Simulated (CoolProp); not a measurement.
Model: reference Helmholtz-energy equation of state, Outcalt 1996, in CoolProp. It is a modified Benedict-Webb-Rubin equation, recast in Helmholtz form.

**Question.** Give the vapour pressure (MPa), enthalpy of vaporisation (kJ/kg), surface tension (mN/m), vapour viscosity (µPa s) of saturated R152A at 256 K.

**Answer.** 
| T (K) | p (MPa) | enthalpy of vaporisation (kJ/kg) | surface tension (mN/m) | vapour viscosity (µPa s) |
|---|---|---|---|---|
| 256 | 0.136 | 324 | 15.6 | 9.52 |

Viscosity comes from a separate model (Bell 2016), an estimate that may be off by 10 % or more. Surface tension comes from a separate correlation (Mulero 2012).
